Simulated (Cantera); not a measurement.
What does this Cantera script print?

```python
import numpy as np
import cantera as ct

gas_names = """
    C CH CH2 CH3 CH2OH CH3O CH4 CH3OH CN CO CO2 COOH C2 C2H CHCO,ketyl C2H2,acetylene C2H2,vinylidene
    CH2CO,ketene C2H3,vinyl CH3CN CH3CO,acetyl C2H4 C2H4O,ethylen CH3CHO,ethanal CH3COOH (HCOOH)2 C2H5
    C2H6 CH3OCH3 C2H5OH CCN CNC C2N2 C2O C3 C3H3,propargyl C3H4,allene C3H4,propyne C3H4,cyclo-
    C3H5,allyl C3H6,propylene C3H6,cyclo- C3H6O C3H7,n-propyl C3H7,i-propyl C3H8 C3H8O,1propanol
    C3H8O,2propanol C3O2 C4 C4H2 C4H4,1,3-cyclo- C4H6,butadiene C4H6,2-butyne C4H6,cyclo- C4H8,1-butene
    C4H8,cis2-buten C4H8,tr2-butene C4H8,isobutene C4H8,cyclo- (CH3COOH)2 C4H9,n-butyl C4H9,i-butyl
    C4H9,s-butyl C4H9,t-butyl C4H10,isobutane C4H10,n-butane C4N2 C5 C5H6,1,3cyclo- C5H8,cyclo-
    C5H10,1-pentene C5H10,cyclo- C5H11,pentyl C5H11,t-pentyl C5H12,n-pentane C5H12,i-pentane
    CH3C(CH3)2CH3 C6H2 C6H5,phenyl C6H5O,phenoxy C6H6 C6H5OH,phenol C6H10,cyclo- C6H12,1-hexene
    C6H12,cyclo- C6H13,n-hexyl C7H7,benzyl C7H8 C7H8O,cresol C7H14,1-heptene C7H15,n-heptyl
    C7H16,n-heptane C8H8,styrene C8H10,ethylbenz C8H16,1-octene C8H17,n-octyl C8H18,isooctane
    C8H18,n-octane C9H19,n-nonyl C10H8,naphthale C10H21,n-decyl C12H9,o-bipheny C12H10,bipheny H HCN HCO
    HCCN HNC HNCO HNO HNO2 HNO3 HO2 H2 HCHO,formaldehy HCOOH H2O H2O2 N NCO NH NH2 NH3 NH2OH NO NO2 NO3
    N2 N2H2 N2H4 N2O O OH O2 O3 Si SiC SiC2 SiC4H12 SiH SiH2 SiH3 SiH4 SiN SiO SiO2 Si2 Si2C Si2N Si3
""".split()
cond_names = """
    C(gr) C6H6(L) C7H8(L) C8H18(L),n-octa H2O(s) H2O(L) Si(cr) Si(L) SiC(b) SiO2(Lqz) SiO2(hqz) SiO2(L)
    Si2N2O(s) Si3N4(a)
""".split()


def load(file, names, dense=False):
    # The tables refer to 1 bar. Condensed volumes are neglected.
    table = {s.name: s for s in ct.Species.list_from_file(file)}
    out = []
    for n in names:
        d = dict(table[n].input_data)
        d["thermo"] = dict(d["thermo"], **{"reference-pressure": 1e5})
        if dense:
            d["equation-of-state"] = {"model": "constant-volume", "density": "1e6 g/cm^3"}
        out.append(ct.Species.from_dict(d))
    return out


gas = ct.Solution(thermo="ideal-gas", species=load("nasa_gas.yaml", gas_names))
cond = {s.name: ct.Solution(thermo="fixed-stoichiometry", species=[s], name=s.name)
        for s in load("nasa_condensed.yaml", cond_names, dense=True)}
atoms = {
    'HMDSO': {'Si': 2, 'C': 6, 'H': 18, 'O': 1},
    'O3': {'O': 3},
    'N2': {'N': 2},
}
top_T = {'C(gr)': 4500, 'SiC(b)': 3050, 'Si2N2O(s)': 2100, 'Si3N4(a)': 2400}  # K; cautious upper limits of use, not melting points


def equilibrate(T, P, feed):
    n = {}
    for name, mol in feed.items():
        for a, k in atoms[name].items():
            n[a] = n.get(a, 0.0) + k * mol
    gas.TPX = T, P, n
    mass = sum(n.values()) * gas.mean_molecular_weight
    gas.equilibrate("TP")
    valid = [c for c in cond.values() if c.min_temp <= T <= top_T.get(c.name, c.max_temp)]
    mix = ct.Mixture([(gas, mass / gas.mean_molecular_weight)] + [(c, 0.0) for c in valid])
    mix.T, mix.P = T, P
    mix.equilibrate("TP", solver="vcs", rtol=1e-11, max_steps=5000)
    return mix


results = []
feed = {'HMDSO': 1, 'O3': 9.7, 'N2': 140}  # mol
P = 100000  # Pa
for T in [673, 773, 873, 973, 1073, 1173, 1273]:
    mix = equilibrate(T, P, feed)
    results.append((T, P, feed, dict(zip(mix.species_names, mix.species_moles))))

top = {s: max(r[3][s] / sum(r[3][g] for g in gas_names) for r in results) for s in gas_names}
cols = sorted((s for s in top if top[s] > 0.001), key=lambda s: -top[s])[:7]
seen = [c for c in cond_names if any(r[3].get(c, 0) > 1e-12 for r in results)]
print("log10 of partial pressures in bar; condensed amounts in mol")
print(f"{'T/K':>10s}" + "".join(f"{s[:9]:>10s}" for s in cols + seen))
for T, P, feed, n in results:
    ng = sum(n[g] for g in gas_names)
    print(f"{T:10.4g}" + "".join(f"{np.log10(max(n[s] / ng * P / 1e5, 1e-99)):10.3f}" for s in cols)
          + "".join(f"{n.get(c, 0):10.4g}" for c in seen))
```

It prints:

```
log10 of partial pressures in bar; condensed amounts in mol
       T/K        N2       H2O       CO2        O2 SiO2(Lqz) SiO2(hqz)
       673    -0.051    -1.243    -1.419    -1.791         2         0
       773    -0.051    -1.243    -1.419    -1.791         2         0
       873    -0.051    -1.243    -1.419    -1.791         0         2
       973    -0.051    -1.243    -1.419    -1.791         0         2
      1073    -0.051    -1.243    -1.419    -1.791         0         2
      1173    -0.051    -1.243    -1.419    -1.792         0         2
      1273    -0.051    -1.243    -1.419    -1.792         0         2
```

Method: chemical equilibrium by Gibbs-energy minimisation in Cantera with the NASA 1993 tables (ideal gas, pure condensed phases). The feed counts by its element totals alone. The tables hold silica as quartz up to 1696 K and as liquid above; real silica turns to tridymite and cristobalite and melts near 1996 K. Gases not in the tables: Si(OH)4.
